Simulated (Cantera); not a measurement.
Thermodynamics of silicon oxide and oxynitride deposition, feed Si2H6 + NO + H2 + O3

Input: 1 mol Si2H6, 3.1 mol NO, 37 mol H2, 0.072 mol O3, held at 1600 K and 0.00250 bar.

Method: chemical equilibrium by Gibbs-energy minimisation in Cantera with the NASA 1993 tables (ideal gas, pure condensed phases). Candidate condensed phases: H2O, Si, SiO2, Si2N2O, Si3N4; 35 gas species. The feed counts by its element totals alone. The tables hold silica as quartz up to 1696 K and as liquid above; real silica turns to tridymite and cristobalite and melts near 1996 K. Rates play no part.

- x(H2): 0.945
- x(N2): 0.0367
- x(SiO): 0.0168
- x(H): 0.00106
- x(H2O): 0.000579
- n(SiO2(β-quartz)): 1.29 mol
- gas amount: 42.28 mol
- log10 activity of Si(s) (absent): -3.66
